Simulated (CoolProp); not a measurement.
Saturated liquid density (kg/m³) of n-hexane: the reference equation beside estimates from Tc = 507.8 K, pc = 3.044 MPa, ω = 0.300. Rackett uses Z = 0.29056 − 0.08775 ω.

Computed with CoolProp (reference Helmholtz-energy equation of state, Thol 2019).

```tsv
T (K)	reference	Rackett	Redlich-Kwong	Soave-Redlich-Kwong
229.6	714.7	721.3	…	635.2
232.6	…	718.8	619.9	633.5
235.6	709.6	716.3	617.9	631.7
238.6	707.0	713.8	615.8	630.0
241.6	704.4	711.2	613.7	628.2
244.6	701.9	708.7	611.6	626.4
247.6	699.3	706.1	609.4	624.6
250.6	696.7	…	607.2	…
253.5	694.2	701.1	605.1	620.9
256.5	691.6	698.5	…	619.0
259.5	689.0	695.9	600.6	617.1
```

Problem. Fill in the missing entries.

Solution. 
- 229.6, Redlich-Kwong: 622.0
- 232.6, reference: 712.1
- 250.6, Rackett: 703.6
- 250.6, Soave-Redlich-Kwong: 622.7
- 256.5, Redlich-Kwong: 602.9

Absolute difference from the reference over all 11 rows, mean and median: Rackett 1.0 and 1.0 %, Redlich-Kwong 12.9 and 12.9 %, Soave-Redlich-Kwong 10.8 and 10.8 %.
